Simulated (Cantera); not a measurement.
## Thermodynamics of chlorosilane synthesis and conversion, feed Si + HCl + H₂

Feed: 1 mol Si, 3.3 mol HCl, 5.3 mol H₂, equilibrated at 56000 Pa.

Cantera equilibrium calculation (NASA polynomials, part measured and part estimated; ideal gas, pure solids and liquids). Candidate condensed phases: Si; 19 gas species. The tables' values for SiCl₃ are old estimates; treat these amounts as uncertain. Kinetics and transport are ignored.

```json
[
 {"T (°C)": "327", "x H₂": "0.881", "x HCl": "3.96e-5", "x SiCl₄": "0.0731", "x SiHCl₃": "0.0447", "x SiCl₂": "7.86e-10", "x SiCl₃": "2.02e-7", "n Si(s)": "0.0838"},
 {"T (°C)": "427", "x H₂": "0.881", "x HCl": "0.000312", "x SiCl₄": "0.0742", "x SiHCl₃": "0.0429", "x SiCl₂": "7.86e-8", "x SiCl₃": "4.21e-6", "n Si(s)": "0.0868"},
 {"T (°C)": "527", "x H₂": "0.880", "x HCl": "0.00145", "x SiCl₄": "0.0750", "x SiHCl₃": "0.0412", "x SiCl₂": "2.45e-6", "x SiCl₃": "4.06e-5", "n Si(s)": "0.0913"},
 {"T (°C)": "627", "x H₂": "0.878", "x HCl": "0.00474", "x SiCl₄": "0.0751", "x SiHCl₃": "0.0395", "x SiCl₂": "3.48e-5", "x SiCl₃": "0.000234", "n Si(s)": "0.0998"},
 {"T (°C)": "727", "x H₂": "0.873", "x HCl": "0.0121", "x SiCl₄": "0.0738", "x SiHCl₃": "0.0375", "x SiCl₂": "0.000286", "x SiCl₃": "0.000933", "n Si(s)": "0.115"},
 {"T (°C)": "827", "x H₂": "0.863", "x HCl": "0.0256", "x SiCl₄": "0.0699", "x SiHCl₃": "0.0347", "x SiCl₂": "0.00155", "x SiCl₃": "0.00279", "n Si(s)": "0.138"},
 {"T (°C)": "927", "x H₂": "0.846", "x HCl": "0.0466", "x SiCl₄": "0.0618", "x SiHCl₃": "0.0305", "x SiCl₂": "0.00606", "x SiCl₃": "0.00653", "n Si(s)": "0.162"},
 {"T (°C)": "1027", "x H₂": "0.822", "x HCl": "0.0739", "x SiCl₄": "0.0481", "x SiHCl₃": "0.0244", "x SiCl₂": "0.0177", "x SiCl₃": "0.0120", "n Si(s)": "0.172"},
 {"T (°C)": "1127", "x H₂": "0.793", "x HCl": "0.103", "x SiCl₄": "0.0305", "x SiHCl₃": "0.0167", "x SiCl₂": "0.0391", "x SiCl₃": "0.0167", "n Si(s)": "0.151"}
]
```
x: gas mole fraction; n: condensed amount in mol.

From 327 °C to 1127 °C the condensed part is Si(s). The main Si-bearing gas is SiCl₄ at 327 °C and SiCl₂ at 1127 °C. The share of Si in condensed phases is highest at 1027 °C (17.2 %) and lowest at 327 °C (8.4 %).
